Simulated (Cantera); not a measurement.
A closed system holds: 1 mol CF4, a varied amount of H2, held at 3000 K and 100 Torr.

Method: chemical equilibrium by Gibbs-energy minimisation in Cantera with the NASA 1993 tables (ideal gas, pure condensed phases). Candidate condensed phases: C, C6H6, C7H8, C8H18; 95 gas species. Equilibrium is a limit: real reactors are often held back by kinetics, nucleation or transport.

### Question
At 1.6 mol H2, list the 5 most abundant gas species with their mole fractions, and the condensed phases.

### Answer
HF 0.801, F 0.153, CF2 0.0188, CF 0.0177, H 0.00607. Condensed: C(graphite).
